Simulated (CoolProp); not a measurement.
Ethylene along the isotherm 320.5 K: fugacity coefficient from the reference equation and from simpler models built on Tc = 282.4 K, pc = 5042 kPa, ω = 0.087; each cubic takes its own stable root.

Model: reference Helmholtz-energy equation of state, Smukala 2000, in CoolProp.

```csv
p (kPa),phase,reference,Soave-Redlich-Kwong,Peng-Robinson
6300,supercritical,0.7328,0.7343,0.7070
12600,supercritical,0.5235,0.5377,0.5056
18900,supercritical,0.4276,___,0.4136
25200,supercritical,0.3835,___,0.3690
31500,supercritical,0.3625,0.3878,0.3460
37800,supercritical,___,0.3811,___
44100,supercritical,___,0.3824,0.3309
50400,supercritical,0.3594,0.3896,___
```

Problem. Complete the blanks.

Solution. 
- 18900, Soave-Redlich-Kwong: 0.4482
- 25200, Soave-Redlich-Kwong: 0.4069
- 37800, reference: 0.3542
- 37800, Peng-Robinson: 0.3348
- 44100, reference: 0.3539
- 50400, Peng-Robinson: 0.3322
